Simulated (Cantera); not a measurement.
## Transport properties of process gases

Gas mixture: 40.1 % C₂H₄, 3.87 % N₂, 56.0 % NH₃, at 10.00 Torr, frozen composition.

Cantera's kinetic-theory transport with the Lennard-Jones parameters of GRI-Mech 3.0, ideal gas; thermal conductivity in the mixture-averaged form. Polar gases are described roughly by these parameters. The composition is frozen, though it would react at the higher temperatures.

| T (K) | ρ (kg/m³) | cp (J/kg/K) | μ (µPa s) | λ (mW/m/K) | Pr | D (cm²/s) H | D (cm²/s) CO₂ | D (cm²/s) C₂H₂ |
|---|---|---|---|---|---|---|---|---|
| 400 | 0.00877 | 2007 | 14.0 | 39.2 | 0.717 | 138 | 18.4 | 19.4 |
| 550 | 0.00638 | 2396 | 18.9 | 62.2 | 0.728 | 248 | 33.7 | 35.2 |
| 700 | 0.00501 | 2727 | 23.4 | 87.1 | 0.734 | 382 | 52.5 | 54.6 |
| 850 | 0.00413 | 2987 | 27.6 | 113 | 0.733 | 537 | 74.4 | 77.2 |
| 1000 | 0.00351 | 3231 | 31.5 | 138 | 0.737 | 711 | 99.2 | 103 |
| 1150 | 0.00305 | 3426 | 35.2 | 164 | 0.738 | 903 | 127 | 131 |
| 1300 | 0.00270 | 3594 | 38.7 | 188 | 0.738 | 1110 | 157 | 161 |
| 1450 | 0.00242 | 3737 | 42.0 | 212 | 0.738 | 1340 | 189 | 195 |
D: mixture-averaged diffusion coefficient of that species in the mixture.
